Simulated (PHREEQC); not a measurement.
# Copper plating or etch bath (model solution)

A solution holds 0.0014 mol CuSO4, 0.0078 mol H2SO4 and 0.0035 mol H3BO3 per kg of water, at 25 °C. Closed to the air; pH follows from the charge balance.

Equilibrium calculation in PHREEQC: ion-association model, phreeqc.dat.

```yaml
pH: 1.97
ionic_strength: 0.0203 mol/kgw
specific_conductance: 4760 µS/cm
total_alkalinity: -15.6 meq/kg
```

```
species  molality  activity   log γ
-------  --------  --------  ------
H+         0.0120    0.0107  -0.051
SO4-2     0.00522   0.00303  -0.236
HSO4-     0.00361   0.00314  -0.060
H3BO3     0.00350   0.00352   0.002
Cu+2      0.00103  0.000608  -0.227
CuSO4    0.000374  0.000376   0.002
```

This is a speciation only: nothing precipitates in the calculation.
